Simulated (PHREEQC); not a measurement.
Consider water at 25 °C with 0.0062 mol/kgw HNO3, 6.4e-06 mol/kgw H4SiO4 and 0.0012 mol/kgw MnSO4. Closed to the air; pH follows from the charge balance.

Computed with PHREEQC (ion-association model, phreeqc.dat).

Precipitation was switched off in this run.

Problem. Order these S species by the share of S that they hold, largest first: HSO4-, SO4-2, MnSO4.

Solution. SO4-2 (68 %), HSO4- (26 %), MnSO4 (6.1 %)

The pH is 2.27 and the ionic strength 0.0101 mol/kgw.
